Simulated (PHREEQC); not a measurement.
Make-up at 25 °C: 0.0124 mol/kgw HCl and 0.0044 mol/kgw Li2SO4. Closed to the air; pH follows from the charge balance.

All values are PHREEQC results (ion-association model, phreeqc.dat), not measurements.

No solid was allowed to form.

### Question
What pH, ionic strength does the model give?

### Answer
pH 2.02; ionic strength 0.0222 mol/kgw.

### Question
In which forms is S present?

### Answer
SO4-2 61 %, HSO4- 37 %, LiSO4- 1.3 % of the S.
